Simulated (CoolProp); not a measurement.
A single-stage vapour-compression cycle with R404A: evaporating at 268.15 K (dew point), condensing at 310.15 K (bubble point), superheat 5 K, subcooling 5 K, compressor efficiency 0.65, no pressure losses. Each further row changes one setting.

Values from CoolProp's reference Helmholtz-energy equation of state, Lemmon 2003. It is a pseudo-pure fit of the blend.

```
case                              cooling COP  pressure ratio  discharge temperature (K)  refrigerating effect (kJ/kg)  volumetric capacity (kJ/m³)
--------------------------------  -----------  --------------  -------------------------  ----------------------------  ---------------------------
as stated                                 ___            3.33                      330.8                           121                         3040
evaporating temperature 273.15 K         3.80             ___                        ___                           124                         3650
condensing temperature 305.15 K          3.80             ___                      324.5                           129                         3240
subcooling 10 K                          3.41            3.33                      330.8                           129                         3240
superheat 15 K                           3.25            3.33                        ___                           131                         3100
compressor efficiency 0.55                ___            3.33                        ___                           121                         3040
```

Problem. Some entries are withheld; supply them.

Solution. 
- as stated, cooling COP: 3.20
- evaporating temperature 273.15 K, pressure ratio: 2.83
- evaporating temperature 273.15 K, discharge temperature (K): 328.6
- condensing temperature 305.15 K, pressure ratio: 2.95
- superheat 15 K, discharge temperature (K): 341.0
- compressor efficiency 0.55, cooling COP: 2.71
- compressor efficiency 0.55, discharge temperature (K): 336.6
